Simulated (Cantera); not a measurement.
## Gas-phase reforming

An isothermal, constant-pressure homogeneous reactor starts with 50.0 % CH4, 50.0 % H2O, at 2025 K and 16.8 atm.

Computed with Cantera and GRI-Mech 3.0 (53 species, 325 reactions). The pressure lies above the range GRI-Mech 3.0 was tuned for (to about 10 atm).

```
t (s)       x CH4    x H2O     x OH    x C2H4   x CH2O   x H2    x CO
--------  -------  -------  -------  --------  -------  -----  ------
0.000900   0.0386    0.239  1.61e-5   0.00536  4.47e-6  0.541  0.0706
0.00181    0.0348    0.188  1.21e-5   0.00444  3.02e-6  0.583   0.106
0.00365    0.0301    0.136  8.46e-6   0.00332  2.04e-6  0.626   0.144
0.00734    0.0246   0.0909  5.48e-6   0.00221  1.52e-6  0.664   0.179
0.0148     0.0190   0.0565  3.33e-6   0.00132  1.30e-6  0.693   0.206
0.0297     0.0140   0.0333  1.93e-6  0.000708  1.24e-6  0.715   0.225
0.0598    0.00978   0.0188  1.08e-6  0.000344  1.24e-6  0.728   0.236
0.120     0.00653   0.0104  5.92e-7  0.000153  1.25e-6  0.737   0.243
0.242     0.00418  0.00564  3.21e-7   6.23e-5  1.27e-6  0.742   0.246
0.488     0.00260  0.00311  1.77e-7   2.41e-5  1.28e-6  0.745   0.248
0.981     0.00165  0.00182  1.03e-7   9.68e-6  1.28e-6  0.747   0.249
1.98      0.00119  0.00126  7.14e-8   5.02e-6  1.29e-6  0.748   0.249
3.97      0.00106  0.00111  6.28e-8   3.97e-6  1.29e-6  0.748   0.249
8.00      0.00105  0.00109  6.21e-8   3.89e-6  1.29e-6  0.748   0.249
```
x: mole fraction; the columns are a selection and need not sum to one.

Equilibrium at this temperature and pressure: CH4 0.00109, H2O 0.00115, OH 6.50e-8, C2H4 4.24e-6, CH2O 1.29e-6, H2 0.748, CO 0.249 (gas phase only).
